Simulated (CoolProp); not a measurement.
Vapour-liquid equilibrium of CH2F2 (R32) (1) + R142b (2) at 0.109 MPa; x and y are mole fractions of (1).

The numbers come from the multi-fluid Helmholtz-energy mixture model, Tillner-Roth 1997 and Lemmon 2006; pair parameters Bell 2016 in CoolProp.

### Question
Give the bubble temperature and the first vapour's composition at x = 0.35, 0.8, 0.875. Is there an azeotrope?

### Answer
x = 0.35: -36.7 °C, y = 0.818; x = 0.8: -47.3 °C, y = 0.955; x = 0.875: -48.4 °C, y = 0.970. No azeotrope shows between x = 0.05 and 0.95.

The pair parameters rest on a limited set of measurements; away from them the model extrapolates.
